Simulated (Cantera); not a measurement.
A perfectly stirred reactor is fed with CH4 : N2 = 1 : 23 (molar parts), at 0.00980 bar; it is held at 1548 K, and followed from long to short residence time.

Model: GRI-Mech 3.0 (53 species, 325 reactions), integrated in Cantera. GRI-Mech 3.0 stops at C3 and has no aromatics, soot or wall deposition, so with more carbon than oxygen in the feed, carbon stays in small species such as C2H2 where larger ones or solid carbon would form. Radical loss at walls, strong at low pressure, is not modelled.

### Question
What does this change do: pressure from 0.00980 bar to 0.0660 bar?

### Answer
```
quantity                  before    after
----------------------  --------  -------
x(CH4) at τ = 5.50 s      0.0204   0.0132
x(C2H2) at τ = 5.50 s    0.00976   0.0135
x(H) at τ = 5.50 s       1.72e-5  1.46e-5
x(C2H) at τ = 5.50 s     1.40e-8  1.22e-8
x(C2H6) at τ = 5.50 s    4.51e-6  4.79e-6
x(CH4) at τ = 0.200 s     0.0413   0.0358
x(C2H2) at τ = 0.200 s   3.25e-5  0.00193
x(H) at τ = 0.200 s      2.38e-7  2.95e-6
x(C2H) at τ = 0.200 s   5.44e-11  1.91e-9
x(C2H6) at τ = 0.200 s   1.72e-6  3.33e-5
```

### Question
What does this change do: temperature 1548 to 1673 K?

### Answer
| quantity | before | after |
|---|---|---|
| x(CH4) at τ = 5.50 s | 0.0204 | 0.00724 |
| x(C2H2) at τ = 5.50 s | 0.00976 | 0.0163 |
| x(H) at τ = 5.50 s | 1.72e-5 | 8.91e-5 |
| x(C2H) at τ = 5.50 s | 1.40e-8 | 1.45e-7 |
| x(C2H6) at τ = 5.50 s | 4.51e-6 | 7.00e-7 |
| x(CH4) at τ = 0.200 s | 0.0413 | 0.0340 |
| x(C2H2) at τ = 0.200 s | 3.25e-5 | 0.00244 |
| x(H) at τ = 0.200 s | 2.38e-7 | 1.22e-5 |
| x(C2H) at τ = 0.200 s | 5.44e-11 | 1.53e-8 |
| x(C2H6) at τ = 0.200 s | 1.72e-6 | 4.36e-6 |
